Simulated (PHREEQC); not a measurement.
Make-up at 85 °C: 0.24 mmol/kgw Ca(HCO3)2, 8.3 mmol/kgw CO2 and 46 mmol/kgw KCl. Closed to the air; pH follows from the charge balance.

Model: ion-association model, phreeqc.dat, run in PHREEQC.

Problem. The ionic strength comes out as 0.0467 mol/kgw. What activity coefficients do K+, Ca+2, HCO3-, Cl-, H+ get?

Solution. K+ 0.80, Ca+2 0.44, HCO3- 0.81, Cl- 0.80, H+ 0.84.

No solid was allowed to form. Complexes and solids missing from the database can't appear. Away from 25 °C the constants follow the database's enthalpies or fits; those with neither stay at their 25 °C values.
